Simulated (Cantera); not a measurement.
A freely propagating, adiabatic, planar premixed flame of 4.11 % CH4, 1.27 % C2H6, 0.452 % C3H8, 16.1 % O2, 78.1 % N2, equivalence ratio 0.93, unburnt at 400 K and 0.424 atm; mixture-averaged transport, grid criteria slope 0.08 and curve 0.16, no radiation.

Computed with Cantera and GRI-Mech 3.0 (53 species, 325 reactions). Burning velocities carry a grid error of a few per cent, more on coarse grids.

### Question
Predict: laminar burning velocity; thermal thickness; peak x(C2H); peak x(OH).

### Answer
```json
{
  "laminar_burning_velocity": "47.1 cm/s",
  "thermal_thickness": "1.06 mm",
  "peak x(C2H)": "1.38e-7",
  "peak x(OH)": "0.00528"
}
```
